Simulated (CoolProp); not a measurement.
Vapour-liquid equilibrium of carbon dioxide (1) + hydrogen sulfide (2) at 16.6 bar; x and y are mole fractions of (1).

Computed with CoolProp (multi-fluid Helmholtz-energy mixture model, Span 1996 and Lemmon 2006; pair parameters Kunz 2012).

```
x     bubble temperature, mixture model (K)  bubble temperature, Raoult's law (K)  y, mixture model  y, Raoult's law
----  -------------------------------------  ------------------------------------  ----------------  ---------------
0.05                                  282.3                                 286.3             0.206            0.147
0.15                                  270.9                                 279.3             0.456            0.369
0.25                                  263.8                                 273.5             0.589            0.529
0.35                                  259.3                                 268.5             0.668            0.648
0.45                                  256.3                                 264.2             0.724            0.739
0.55                                  254.0                                 260.4             0.768            0.811
0.65                                  252.2                                 257.1             0.808            0.868
0.75                                  250.6                                 254.1             0.851            0.915
0.85                                  249.3                                 251.3             0.900            0.954
0.95                                  248.2                                 248.9             0.962            0.986
```

The largest gap from Raoult's law is -9.7 K in bubble temperature, at x = 0.25. No azeotrope shows between x = 0.05 and 0.95.

Pair parameters are fitted to limited data, so mixtures are less certain than the pure fluids.
